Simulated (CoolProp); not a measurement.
Vapour pressure (bar) of cyclopentane: the reference equation beside estimates from Tc = 238.6 °C, pc = 45.83 bar, ω = 0.202.

Computed with CoolProp (reference Helmholtz-energy equation of state, Gedanitz 2015).

```tsv
T (°C)	reference	Lee-Kesler	van der Waals	Redlich-Kwong
130.75	8.125	8.210	16.50	10.23
134.15	8.690	8.784	17.16	10.87
137.55	9.284	9.386	17.83	11.53
140.95	9.907	10.02	18.52	12.22
144.45	10.58	10.70	19.25	12.96
147.85	11.27	11.40	19.97	13.71
151.25	11.99	12.13	20.71	14.48
154.75	12.76	12.91	21.49	15.31
158.15	13.55	13.71	22.27	16.15
161.55	14.37	14.54	23.06	17.02
165.05	15.26	15.43	23.89	17.94
168.45	16.15	16.34	24.72	18.87
```

Absolute difference from the reference over all 12 rows, mean and median: Lee-Kesler 1.1 and 1.1 %, van der Waals 76.2 and 75.0 %, Redlich-Kwong 21.3 and 21.2 %.
